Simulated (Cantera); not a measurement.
A perfectly stirred reactor is fed with 16.6 % H2, 6.94 % O2, 76.2 % N2, 0.166 % NO, at 0.987 atm; it is adiabatic with a 475 K inlet, and is followed from long to short residence time, starting on the burning branch (τ in s: 0.03, 0.013, 0.0061, 0.0028, 0.0013, 0.00057, 0.00026, 0.00012, 5.3e-05).

Model: GRI-Mech 3.0 (53 species, 325 reactions), integrated in Cantera. The mechanism lacks 2 NO + O2 → 2 NO2 and HONO, so NO2 and the effect of NO are under-described below about 1400 K.

Question: Predict: blow-out, bracketed by the residence times tried; x(H2) at τ = 30.0 ms; x(O2) at τ = 30.0 ms; x(NO) at τ = 30.0 ms; x(O) at τ = 30.0 ms; x(NO2) at τ = 30.0 ms; x(H2) at τ = 1.30 ms; x(O2) at τ = 1.30 ms; x(NO) at τ = 1.30 ms; x(O) at τ = 1.30 ms; x(NO2) at τ = 1.30 ms.

Answer: 
```
Property                                                                        Value
------------------------------------------------  -----------------------------------
blow-out, bracketed by the residence times tried  burning at 0.120 ms, out at 53.0 µs
x(H2) at τ = 30.0 ms                                                           0.0282
x(O2) at τ = 30.0 ms                                                         0.000249
x(NO) at τ = 30.0 ms                                                         0.000842
x(O) at τ = 30.0 ms                                                           3.85e-5
x(NO2) at τ = 30.0 ms                                                         6.40e-9
x(H2) at τ = 1.30 ms                                                           0.0296
x(O2) at τ = 1.30 ms                                                          0.00227
x(NO) at τ = 1.30 ms                                                          0.00165
x(O) at τ = 1.30 ms                                                          0.000532
x(NO2) at τ = 1.30 ms                                                         4.33e-8
```
